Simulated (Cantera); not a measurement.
Input: 1 mol TiCl4, 1.5 mol CH4, 53 mol H2, equilibrated at 1502 °C and 12.0 Torr.

Equilibrium computed with Cantera from the NASA thermochemical tables; the gas is ideal and each condensed phase is pure. Candidate condensed phases: C, C6H6, C7H8, C8H18, Ti, TiC, TiCl2, TiCl3, TiCl4; 96 gas species. TiC: taken at fixed stoichiometry. The numbers say what is thermodynamically allowed, not how fast it happens.

Base state: H2 0.929, HCl 0.0687, H 0.00221, C2H2 (acetylene) 0.000132, Cl 0.000125, CH4 1.16e-5 (mole fractions); condensed: C(graphite) + TiC(s).

**Question.** What changes in the equilibrium state with this change: temperature from 1502 °C to 825 °C?

**Answer.** 
| species | before | after |
|---|---|---|
| H2 | 0.929 | 0.931 |
| HCl | 0.0687 | 0.0681 |
| CH4 | 1.16e-5 | 0.000507 |
| H | 0.00221 | 1.89e-7 |
| TiCl4 | 3.86e-8 | 0.000142 |
| C2H2 (acetylene) | 0.000132 | 1.19e-8 |
| Cl | 0.000125 | 1.24e-8 |
| TiCl3 | 6.45e-6 | 0.000126 |
| C(graphite), mol | 0.485 | 0.486 |
| TiC(s), mol | 0.999 | 0.984 |

**Question.** What changes in the equilibrium state with this change: pressure from 12.0 Torr to 100 Torr?

**Answer.** 
```csv
species,before,after
H2,0.929,0.930
HCl,0.0687,0.0688
H,0.00221,0.000764
TiCl3,6.45e-6,1.86e-5
CH4,1.16e-5,9.66e-5
Cl,0.000125,4.35e-5
C2H2 (acetylene),0.000132,0.000132
"C(graphite), mol",0.485,0.480
"TiC(s), mol",0.999,0.999
```
